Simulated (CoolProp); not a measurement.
Octamethylcyclotetrasiloxane (D4) along the isobar 1650 kPa: fugacity coefficient from the reference equation and from simpler models built on Tc = 586.5 K, pc = 1347 kPa, ω = 0.598; each cubic takes its own stable root.

Computed with CoolProp (reference Helmholtz-energy equation of state, Thol 2015).

```
T (K)   phase  reference
-----  ------  ---------
425.7  liquid    0.03686
437.5  liquid    0.05052
449.4  liquid    0.06773
461.2  liquid    0.08857
473.1  liquid     0.1137
484.9  liquid     0.1429
496.8  liquid     0.1769
508.6  liquid     0.2151
520.5  liquid     0.2579
532.3  liquid     0.3046
```

### Question
How far does each simpler model (van der Waals, Redlich-Kwong, Peng-Robinson) lie from the reference over these 10 states: mean and median of the absolute difference, and the worst?

### Answer
- van der Waals: mean 199.4 %, median 159.9 %, worst +473.3 % at 425.7 K and 1650 kPa
- Redlich-Kwong: mean 88.4 %, median 77.1 %, worst +184.0 % at 425.7 K and 1650 kPa
- Peng-Robinson: mean 0.3 %, median 0.2 %, worst +1.1 % at 425.7 K and 1650 kPa
